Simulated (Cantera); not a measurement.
A diamond (100) surface in a fixed gas of H2 with x(CH4) = 0.026, x(H) = 0.00021, x(CH3) = 0.00043, 28000 Pa; coverages are run to steady state.

Cantera simulation using the Harris–Goodwin 1993 mechanism for the reconstructed diamond (100) surface; the numbers are that mechanism's predictions, not measurements.

θ: site fractions in the mechanism's names (c6HH fully hydrogenated, c6H* and c6*H radical sites, c6** diradical, c6HM methylated).

```tsv
T (K)	growth (µm/h)	θ c6HH	θ c6H*	θ c6*H	θ c6**	θ c6HM
900	…	0.250	0.00358	0.100	0.000911	0.520
950	…	0.273	0.00555	0.132	0.00152	0.452
1000	…	0.305	0.00841	0.172	0.00241	0.374
1050	…	0.358	0.0128	0.230	0.00375	0.275
1100	…	0.428	0.0191	0.303	0.00556	0.159
1150	…	0.486	0.0257	0.365	0.00727	0.0699
1200	…	0.517	0.0309	0.395	0.00831	0.0256
1250	…	0.534	0.0344	0.401	0.00872	0.00885
1300	…	0.549	0.0369	0.394	0.00874	0.00307
1350	…	0.567	0.0385	0.380	0.00854	0.00109
1400	…	0.587	0.0396	0.362	0.00818	0.000403
```

Question: What belongs in the gaps?

Answer: 
- 900, growth (µm/h): 11.3
- 950, growth (µm/h): 16.3
- 1000, growth (µm/h): 21.2
- 1050, growth (µm/h): 23.7
- 1100, growth (µm/h): 20.5
- 1150, growth (µm/h): 13.6
- 1200, growth (µm/h): 8.27
- 1250, growth (µm/h): 5.45
- 1300, growth (µm/h): 4.04
- 1350, growth (µm/h): 2.97
- 1400, growth (µm/h): 1.86
